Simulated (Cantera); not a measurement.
A perfectly stirred reactor is fed with CH4 : H2 : O2 : N2 = 1 : 0.042 : 3.67 : 13.8 (molar parts), equivalence ratio 0.55, at 0.210 bar; it is adiabatic with a 800 K inlet, and is followed from long to short residence time, starting on the burning branch (τ in s: 0.14, 0.057, 0.024, 0.01, 0.0042, 0.0017, 0.00073, 0.0003, 0.00013, 5.3e-05, 2.2e-05, 9.3e-06, 3.9e-06).

Detailed kinetics in Cantera: GRI-Mech 3.0 (53 species, 325 reactions).

### Question
What does this change do: pressure from 0.210 bar to 1.40 bar?

### Answer
```
quantity                                                                        before                               after
------------------------------------------------  ------------------------------------  ----------------------------------
blow-out, bracketed by the residence times tried  burning at 0.300 ms, out at 0.130 ms  burning at 53.0 µs, out at 22.0 µs
x(CH4) at τ = 0.140 s                                                          6.63e-6                             3.13e-6
x(H2) at τ = 0.140 s                                                          0.000649                            0.000104
x(O2) at τ = 0.140 s                                                            0.0884                              0.0887
x(HCO) at τ = 0.140 s                                                          4.53e-8                             6.21e-9
x(C2H) at τ = 0.140 s                                                           <1e-12                              <1e-12
x(CH4) at τ = 0.730 ms                                                        0.000417                            0.000126
x(H2) at τ = 0.730 ms                                                          0.00525                             0.00149
x(O2) at τ = 0.730 ms                                                           0.0943                              0.0900
x(HCO) at τ = 0.730 ms                                                         7.75e-6                             1.35e-6
x(C2H) at τ = 0.730 ms                                                        3.42e-11                            3.00e-11
```
